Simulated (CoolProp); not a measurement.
p-xylene at 459.86 K and 0.131 MPa is compressed adiabatically to 0.68 MPa with isentropic efficiency 0.6. Each further row changes one setting.

Model: reference Helmholtz-energy equation of state, Zhou 2012, in CoolProp.

```tsv
case	work (kJ/kg)	final temperature (K)	final density (kg/m³)
as stated	93.8	518.3	19.6
efficiency 1	56.3	500.7	20.9
efficiency 0.65	86.6	515.0	19.9
```
